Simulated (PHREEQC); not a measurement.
Make-up at 25 °C: 71 mmol/kgw HF, 26 mmol/kgw NH4HF2 and 1.1 mmol/kgw H2SO4. Closed to the air; pH follows from the charge balance.

The numbers come from PHREEQC with the ion-association model, wateq4f.dat.

```csv
quantity,before,after
pH,2.60,2.66
ionic strength (mol/kgw),0.0295,0.0292
HF (mol/kgw),0.0671,0.0738
H2F2 (mol/kgw),0.0118,0.00820
HF2- (mol/kgw),0.00551,0.00630
HSO4- (mol/kgw),0.000126,0.000151
```

Question: Which change was made?
A. temperature from 25 to 40 °C
B. 0.00088 mol/kgw HCl added
C. HF left out
D. NH4HF2 replaced by KHF2 at the same molality

Answer: A, temperature from 25 to 40 °C

No solid was allowed to form. wateq4f.dat counts part of the HF as a dimer, H2F2, which phreeqc.dat doesn't know; its constant is uncertain. At this temperature some constants are extrapolated from 25 °C, and those without enthalpy data are left unchanged.
